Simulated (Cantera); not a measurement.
## Equilibrium for silicon epitaxy and polysilicon growth: SiHCl3 + H2

A closed system holds: 1 mol SiHCl3, 150 mol H2, equilibrated at 1.60 bar.

These are equilibrium values from Cantera (NASA tables, ideal gas, pure condensed phases), not measurements of a reactor. Candidate condensed phases: Si; 19 gas species. The tables' values for SiCl3 are old estimates; treat these amounts as uncertain. Gases not in the tables: Si2H6 and higher silanes. The numbers say what is thermodynamically allowed, not how fast it happens.

```json
[
 {"T (°C)": "875", "log p H2": "0.20", "log p HCl": "-1.81", "log p SiHCl3": "-2.56", "log p SiCl2": "-3.48", "n Si(s)": "0.491", "n Si(l)": "0"},
 {"T (°C)": "925", "log p H2": "0.20", "log p HCl": "-1.72", "log p SiHCl3": "-2.69", "log p SiCl2": "-3.27", "n Si(s)": "0.588", "n Si(l)": "0"},
 {"T (°C)": "975", "log p H2": "0.20", "log p HCl": "-1.66", "log p SiHCl3": "-2.86", "log p SiCl2": "-3.11", "n Si(s)": "0.673", "n Si(l)": "0"},
 {"T (°C)": "1025", "log p H2": "0.20", "log p HCl": "-1.61", "log p SiHCl3": "-3.07", "log p SiCl2": "-2.99", "n Si(s)": "0.737", "n Si(l)": "0"},
 {"T (°C)": "1075", "log p H2": "0.20", "log p HCl": "-1.58", "log p SiHCl3": "-3.30", "log p SiCl2": "-2.92", "n Si(s)": "0.780", "n Si(l)": "0"},
 {"T (°C)": "1125", "log p H2": "0.20", "log p HCl": "-1.57", "log p SiHCl3": "-3.55", "log p SiCl2": "-2.87", "n Si(s)": "0.804", "n Si(l)": "0"},
 {"T (°C)": "1175", "log p H2": "0.20", "log p HCl": "-1.56", "log p SiHCl3": "-3.80", "log p SiCl2": "-2.83", "n Si(s)": "0.817", "n Si(l)": "0"},
 {"T (°C)": "1225", "log p H2": "0.20", "log p HCl": "-1.56", "log p SiHCl3": "-4.04", "log p SiCl2": "-2.81", "n Si(s)": "0.823", "n Si(l)": "0"},
 {"T (°C)": "1275", "log p H2": "0.20", "log p HCl": "-1.56", "log p SiHCl3": "-4.28", "log p SiCl2": "-2.79", "n Si(s)": "0.824", "n Si(l)": "0"},
 {"T (°C)": "1325", "log p H2": "0.20", "log p HCl": "-1.56", "log p SiHCl3": "-4.50", "log p SiCl2": "-2.77", "n Si(s)": "0.824", "n Si(l)": "0"},
 {"T (°C)": "1375", "log p H2": "0.20", "log p HCl": "-1.56", "log p SiHCl3": "-4.70", "log p SiCl2": "-2.76", "n Si(s)": "0.822", "n Si(l)": "0"},
 {"T (°C)": "1425", "log p H2": "0.20", "log p HCl": "-1.56", "log p SiHCl3": "-4.91", "log p SiCl2": "-2.75", "n Si(s)": "0", "n Si(l)": "0.821"}
]
```
log p: log10 of the partial pressure in bar; n: condensed amount in mol.

From 875 °C to 1375 °C the condensed part is Si(s). At 1425 °C the condensed part is Si(l). The main Si-bearing gas is SiHCl3 at 875 °C and SiCl2 at 1425 °C.
